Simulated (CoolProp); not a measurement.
Vapour-liquid equilibrium of o-xylene (1) + n-decane (2) at 57.85 °C; x and y are mole fractions of (1).

Model: multi-fluid Helmholtz-energy mixture model, Zhou 2012 and Lemmon 2006; pair parameters Bell 2016, in CoolProp.

| x | bubble pressure (MPa) | y at the bubble point | dew pressure at overall composition x (MPa) | liquid density (mol/L) |
|---|---|---|---|---|
| 0.05 | 0.001541 | 0.162 | 0.001411 | 5.029 |
| 0.2 | 0.002092 | 0.480 | 0.001592 | 5.360 |
| 0.35 | 0.002640 | 0.664 | 0.001826 | 5.730 |
| 0.5 | 0.003181 | 0.785 | 0.002141 | 6.146 |
| 0.65 | 0.003713 | 0.870 | 0.002587 | 6.615 |
| 0.8 | 0.004241 | 0.934 | 0.003265 | 7.150 |
| 0.95 | 0.004768 | 0.985 | 0.004393 | 7.763 |

No azeotrope shows between x = 0.05 and 0.95.

The pair parameters rest on a limited set of measurements; away from them the model extrapolates.
